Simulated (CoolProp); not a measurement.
The fluid at 298.15 K and 0.145 MPa is throttled through a valve to 0.0671 MPa with no heat exchange. The same conditions are run with several fluids, on thermodynamics alone (safety and materials aside).

Model: reference Helmholtz-energy equation of state of each fluid (n-butane: Bücker 2006; CF4 (R14): Platzer 1990; R13: Platzer 1990; fluorine: de Reuck 1990; ethane: Bücker 2006), in CoolProp. The equations of Platzer and Polt are older, rougher fits.

| fluid | temperature change (K) | final density (kg/m³) |
|---|---|---|
| n-butane | ? | 1.62 |
| CF4 (R14) | -0.4 | 2.39 |
| R13 | -0.9 | 2.85 |
| fluorine | ? | ? |
| ethane | -0.9 | ? |

Some entries are withheld; supply them.


- n-butane, temperature change (K): -2.0
- fluorine, temperature change (K): -0.1
- fluorine, final density (kg/m³): 1.03
- ethane, final density (kg/m³): 0.820
